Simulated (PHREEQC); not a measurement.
Consider water at 49 °C with 1.3 mmol/kgw Ca(HCO3)2, 4.8 mmol/kgw CO2 and 0.023 mmol/kgw H4SiO4. Closed to the air; pH follows from the charge balance.

All values are PHREEQC results (Pitzer model, pitzer.dat), not measurements.

```
Item                           Result
--------------------  ---------------
pH                               5.98
ionic strength        0.00390 mol/kgw
specific conductance        401 µS/cm
osmotic coefficient             0.981
total alkalinity          2.60 meq/kg
```

```json
[
 {"species": "CO2", "molality": "0.00480", "activity": "0.00480", "log γ": "0.000"},
 {"species": "HCO3-", "molality": "0.00260", "activity": "0.00244", "log γ": "-0.028"},
 {"species": "Ca+2", "molality": "0.00130", "activity": "0.000986", "log γ": "-0.120"},
 {"species": "H4SiO4", "molality": "2.30e-5", "activity": "2.30e-5", "log γ": "0.000"},
 {"species": "H+", "molality": "1.13e-6", "activity": "1.04e-6", "log γ": "-0.034"},
 {"species": "CO3-2", "molality": "2.04e-7", "activity": "1.51e-7", "log γ": "-0.130"},
 {"species": "OH-", "molality": "5.37e-8", "activity": "4.94e-8", "log γ": "-0.036"},
 {"species": "H3SiO4-", "molality": "7.18e-9", "activity": "6.68e-9", "log γ": "-0.031"}
]
```

No solid was allowed to form. Away from 25 °C the constants follow the database's enthalpies or fits; those with neither stay at their 25 °C values.
